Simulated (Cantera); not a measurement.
Feed: 1 mol SiCl₄, 6.3 mol N₂, held at 1202 °C and 8.80 mbar.

Method: chemical equilibrium by Gibbs-energy minimisation in Cantera with the NASA 1993 tables (ideal gas, pure condensed phases). Candidate condensed phases: Si, Si₃N₄; 13 gas species. The tables' values for SiCl₃ are old estimates; treat these amounts as uncertain. The numbers say what is thermodynamically allowed, not how fast it happens.

Q: What is the equilibrium state?

A: 
- x(N₂): 0.859
- x(SiCl₄): 0.132
- x(Cl): 0.00428
- x(SiCl₃): 0.00370
- x(SiCl₂): 0.000353
- x(Cl₂): 6.64e-5
- gas amount: 7.332 mol
- log10 activity of Si(s) (absent): -7.11
